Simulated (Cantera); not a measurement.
Cantera run:

```python
import numpy as np
import cantera as ct

gas_names = """
    C CH CH2 CH3 CH2OH CH3O CH4 CH3OH CN CO CO2 COOH C2 C2H CHCO,ketyl C2H2,acetylene C2H2,vinylidene
    CH2CO,ketene C2H3,vinyl CH3CN CH3CO,acetyl C2H4 C2H4O,ethylen CH3CHO,ethanal CH3COOH (HCOOH)2 C2H5
    C2H6 CH3OCH3 C2H5OH CCN CNC C2N2 C2O C3 C3H3,propargyl C3H4,allene C3H4,propyne C3H4,cyclo-
    C3H5,allyl C3H6,propylene C3H6,cyclo- C3H6O C3H7,n-propyl C3H7,i-propyl C3H8 C3H8O,1propanol
    C3H8O,2propanol C3O2 C4 C4H2 C4H4,1,3-cyclo- C4H6,butadiene C4H6,2-butyne C4H6,cyclo- C4H8,1-butene
    C4H8,cis2-buten C4H8,tr2-butene C4H8,isobutene C4H8,cyclo- (CH3COOH)2 C4H9,n-butyl C4H9,i-butyl
    C4H9,s-butyl C4H9,t-butyl C4H10,isobutane C4H10,n-butane C4N2 C5 C5H6,1,3cyclo- C5H8,cyclo-
    C5H10,1-pentene C5H10,cyclo- C5H11,pentyl C5H11,t-pentyl C5H12,n-pentane C5H12,i-pentane
    CH3C(CH3)2CH3 C6H2 C6H5,phenyl C6H5O,phenoxy C6H6 C6H5OH,phenol C6H10,cyclo- C6H12,1-hexene
    C6H12,cyclo- C6H13,n-hexyl C7H7,benzyl C7H8 C7H8O,cresol C7H14,1-heptene C7H15,n-heptyl
    C7H16,n-heptane C8H8,styrene C8H10,ethylbenz C8H16,1-octene C8H17,n-octyl C8H18,isooctane
    C8H18,n-octane C9H19,n-nonyl C10H8,naphthale C10H21,n-decyl C12H9,o-bipheny C12H10,bipheny H HCN HCO
    HCCN HNC HNCO HNO HNO2 HNO3 HO2 H2 HCHO,formaldehy HCOOH H2O H2O2 N NCO NH NH2 NH3 NH2OH NO NO2 NO3
    N2 N2H2 N2H4 N2O O OH O2 O3 Ta TaO TaO2
""".split()
cond_names = """
    C(gr) C6H6(L) C7H8(L) C8H18(L),n-octa H2O(s) H2O(L) Ta(cr) Ta(L) TaC(s) TaC(L) Ta2O5(s) Ta2O5(L)
""".split()


def load(file, names, dense=False):
    # The tables refer to 1 bar. Condensed volumes are neglected.
    table = {s.name: s for s in ct.Species.list_from_file(file)}
    out = []
    for n in names:
        d = dict(table[n].input_data)
        d["thermo"] = dict(d["thermo"], **{"reference-pressure": 1e5})
        if dense:
            d["equation-of-state"] = {"model": "constant-volume", "density": "1e6 g/cm^3"}
        out.append(ct.Species.from_dict(d))
    return out


gas = ct.Solution(thermo="ideal-gas", species=load("nasa_gas.yaml", gas_names))
cond = {s.name: ct.Solution(thermo="fixed-stoichiometry", species=[s], name=s.name)
        for s in load("nasa_condensed.yaml", cond_names, dense=True)}
atoms = {
    'Ta': {'Ta': 1},
    'N2O': {'N': 2, 'O': 1},
    'CH4': {'C': 1, 'H': 4},
}
top_T = {'C(gr)': 4500}  # K; cautious upper limits of use, not melting points


def equilibrate(T, P, feed):
    n = {}
    for name, mol in feed.items():
        for a, k in atoms[name].items():
            n[a] = n.get(a, 0.0) + k * mol
    gas.TPX = T, P, n
    mass = sum(n.values()) * gas.mean_molecular_weight
    gas.equilibrate("TP")
    valid = [c for c in cond.values() if c.min_temp <= T <= top_T.get(c.name, c.max_temp)]
    mix = ct.Mixture([(gas, mass / gas.mean_molecular_weight)] + [(c, 0.0) for c in valid])
    mix.T, mix.P = T, P
    mix.equilibrate("TP", solver="vcs", rtol=1e-11, max_steps=5000)
    return mix


results = []
feed = {'Ta': 1, 'N2O': 6.8, 'CH4': 0.65}  # mol
P = 92  # Pa
for T in [950, 1150, 1350, 1550, 1750, 1950, 2150, 2350, 2550, 2750]:
    mix = equilibrate(T, P, feed)
    results.append((T, P, feed, dict(zip(mix.species_names, mix.species_moles))))

top = {s: max(r[3][s] / sum(r[3][g] for g in gas_names) for r in results) for s in gas_names}
cols = sorted((s for s in top if top[s] > 0.0001), key=lambda s: -top[s])[:7]
seen = [c for c in cond_names if any(r[3].get(c, 0) > 1e-12 for r in results)]
print("log10 of partial pressures in bar; condensed amounts in mol")
print(f"{'T/K':>10s}" + "".join(f"{s[:9]:>10s}" for s in cols + seen))
for T, P, feed, n in results:
    ng = sum(n[g] for g in gas_names)
    print(f"{T:10.4g}" + "".join(f"{np.log10(max(n[s] / ng * P / 1e5, 1e-99)):10.3f}" for s in cols)
          + "".join(f"{n.get(c, 0):10.4g}" for c in seen))
```

Result:

```
log10 of partial pressures in bar; condensed amounts in mol
       T/K        N2         O         H       H2O        O2      TaO2       CO2  Ta2O5(s)  Ta2O5(L)
       950    -3.186   -12.542   -15.554    -3.905    -4.089   -31.087    -4.206       0.5         0
      1150    -3.186   -10.125   -12.241    -3.905    -4.089   -23.387    -4.206       0.5         0
      1350    -3.186    -8.420    -9.898    -3.905    -4.090   -18.005    -4.206       0.5         0
      1550    -3.186    -7.153    -8.153    -3.906    -4.092   -14.041    -4.206       0.5         0
      1750    -3.187    -6.174    -6.803    -3.912    -4.097   -11.006    -4.212       0.5         0
      1950    -3.192    -5.396    -5.737    -3.935    -4.100    -8.612    -4.250       0.5         0
      2150    -3.206    -4.759    -4.900    -4.019    -4.101    -6.747    -4.392         0     0.499
      2350    -3.243    -4.248    -4.287    -4.273    -4.136    -5.281    -4.714         0    0.4691
      2550    -3.337    -3.879    -3.966    -4.942    -4.290    -4.166    -5.237         0         0
      2750    -3.370    -3.695    -3.843    -5.951    -4.685    -4.205    -5.833         0         0
```

Equilibrium computed with Cantera from the NASA thermochemical tables; the gas is ideal and each condensed phase is pure.
